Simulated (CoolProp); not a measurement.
2000 sccm (0 °C, 1 atm) of nitrogen bubbles through liquid R1336mzz(Z) at 287.3 K and leaves saturated at a total pressure of 0.15 MPa (ideal gas phase). Each further row changes one setting.

The numbers come from the reference Helmholtz-energy equation of state, McLinden 2020 in CoolProp.

```tsv
case	vapour pressure (kPa)	mole fraction of vapour	delivery (mg/min)	delivery (sccm)	change of delivery for a bath 1 K warmer (%)
as stated	47.2	0.314	___	917	6.5
bath temperature 292.3 K	___	0.388	9270	___	___
total pressure 0.3 MPa	47.2	0.157	___	___	___
```

Task: What belongs in the gaps?

Result: 
- as stated, delivery (mg/min): 6710
- bath temperature 292.3 K, vapour pressure (kPa): 58.2
- bath temperature 292.3 K, delivery (sccm): 1270
- bath temperature 292.3 K, change of delivery for a bath 1 K warmer (%): 7.0
- total pressure 0.3 MPa, delivery (mg/min): 2730
- total pressure 0.3 MPa, delivery (sccm): 373
- total pressure 0.3 MPa, change of delivery for a bath 1 K warmer (%): 5.2
